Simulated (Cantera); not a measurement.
A perfectly stirred reactor is fed with H2 : O2 : N2 = 0.44 : 1 : 1.1 (molar parts), equivalence ratio 0.22, at 27.0 Torr; it is held at 1123 K, and followed from long to short residence time.

Cantera simulation using the H2/O2 subset of GRI-Mech 3.0, which has no nitrogen chemistry; the numbers are that mechanism's predictions, not measurements. Radical loss at walls, strong at low pressure, is not modelled. The temperature is held fixed by assumption; the heat of reaction is taken as removed at once.

Task: What does this change do: pressure from 27.0 Torr to 20.0 Torr?

Result: 
| quantity | before | after |
|---|---|---|
| x(H2) at τ = 25.0 s | 6.24e-5 | 7.64e-5 |
| x(O2) at τ = 25.0 s | 0.336 | 0.336 |
| x(OH) at τ = 25.0 s | 0.000245 | 0.000302 |
| x(H) at τ = 25.0 s | 5.48e-6 | 1.00e-5 |
| x(H2O) at τ = 25.0 s | 0.189 | 0.189 |
| x(H2) at τ = 0.110 s | 0.00198 | 0.00241 |
| x(O2) at τ = 0.110 s | 0.335 | 0.334 |
| x(OH) at τ = 0.110 s | 0.00156 | 0.00191 |
| x(H) at τ = 0.110 s | 0.00123 | 0.00221 |
| x(H2O) at τ = 0.110 s | 0.186 | 0.184 |

Task: What does this change do: temperature 1123 to 1225 K?

Result: 
```csv
quantity,before,after
x(H2) at τ = 25.0 s,6.24e-5,4.94e-5
x(O2) at τ = 25.0 s,0.336,0.336
x(OH) at τ = 25.0 s,0.000245,0.000409
x(H) at τ = 25.0 s,5.48e-6,6.88e-6
x(H2O) at τ = 25.0 s,0.189,0.189
x(H2) at τ = 0.110 s,0.00198,0.00166
x(O2) at τ = 0.110 s,0.335,0.333
x(OH) at τ = 0.110 s,0.00156,0.00252
x(H) at τ = 0.110 s,0.00123,0.00156
x(H2O) at τ = 0.110 s,0.186,0.185
```
